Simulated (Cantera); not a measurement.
Source: NASA polynomial tables (part measured, part estimated), evaluated in Cantera. Values are per mole of reaction as written; species without (g) are pure solids or liquids, kept so even where they would boil at 1 bar.

Q: Between 300 and 1798 K, where is each reaction favourable under standard conditions?
- NO₂(g) + 4 H₂(g) + 2 CrO₃(g) → Cr₂N + 8 OH(g)

A: 
- NO₂(g) + 4 H₂(g) + 2 CrO₃(g) → Cr₂N + 8 OH(g): ΔG° is 669 kJ at 300 K and 283 kJ at 1798 K; it stays positive (K < 1). ΔH° is 762 kJ and ΔS° 266 J/K at 1798 K.
